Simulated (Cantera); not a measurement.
Premixed flame

A freely propagating, adiabatic, planar premixed flame of CO : H2 : O2 : N2 : CO2 = 1 : 0.055 : 0.776 : 2.48 : 0.85 (molar parts), equivalence ratio 0.68, unburnt at 623 K and 2.57 atm; multicomponent+Soret transport, grid criteria slope 0.08 and curve 0.16, no radiation.

Model: GRI-Mech 3.0 (53 species, 325 reactions), integrated in Cantera. The hydrogen kinetics of GRI-Mech 3.0 are dated; newer H2 mechanisms differ, most at raised pressure. Burning velocities carry a grid error of a few per cent, more on coarse grids.

```
z (mm)  T (K)  u (m/s)     x CO      x H2    x O2     x HO2  x CO2    x N2O
------  -----  -------  -------  --------  ------  --------  -----  -------
-1.33     623    0.392    0.194    0.0103   0.150   1.34e-8  0.165    <1e-8
-0.885    623    0.392    0.194   0.00972   0.150   1.55e-7  0.165    <1e-8
-0.664    625    0.393    0.194   0.00892   0.151   8.39e-7  0.165    <1e-8
-0.442    636    0.399    0.193   0.00737   0.150   5.89e-6  0.167    <1e-8
-0.221    763    0.475    0.181   0.00445   0.145   8.76e-5  0.181  6.76e-8
-0.111   1032    0.632    0.152   0.00256   0.130  0.000142  0.214  2.84e-7
0        1376    0.824    0.106  0.000819   0.104   5.62e-5  0.270  8.04e-7
0.111    1602    0.942   0.0698  0.000308  0.0849   2.90e-5  0.313  1.26e-6
0.221    1728     1.01   0.0510  0.000253  0.0759   1.87e-5  0.336  1.42e-6
0.442    1853     1.07   0.0346  0.000195  0.0686   1.00e-5  0.357  1.53e-6
0.885    1948     1.11   0.0220  0.000124  0.0633   4.70e-6  0.372  1.50e-6
1.77     2012     1.15   0.0130   7.23e-5  0.0595   2.21e-6  0.383  1.18e-6
3.54     2053     1.16  0.00713   3.95e-5  0.0570   1.12e-6  0.390  7.22e-7
```
x: mole fraction of selected species; z is measured from the peak of heat release.

```
Item                          Value
------------------------  ---------
laminar burning velocity  39.2 cm/s
thermal thickness          0.442 mm
peak x(HO2)                0.000162
grid points                     110
```
